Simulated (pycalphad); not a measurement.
**Effect of Si content in Mg-Cu-Si**

All values are pycalphad results on the COST 507 light-alloy database (1999) (1 atm), not direct measurements. The database dates from 1999; later assessments differ in places, in temperatures and in the compounds included. Phase fractions are per mole of atoms.

One of these alloys has its liquidus at 911 K, its solidus at 752 K, and holds hcp 0.92, liquid 0.07, MG2SI 0.01 at 770 K. Which?
A. Mg-1.02Cu-0.53Si (at.%)
B. Mg-1.02Cu-3.18Si (at.%)
C. Mg-1.02Cu-4.24Si (at.%)

A, Mg-1.02Cu-0.53Si (at.%). The others: Mg-1.02Cu-3.18Si (at.%), liquidus 992, solidus 752; Mg-1.02Cu-4.24Si (at.%), liquidus 1027, solidus 752

Database names, with the compositions (at.%) that they take in these runs: MG2SI: Mg 67 Si 33.
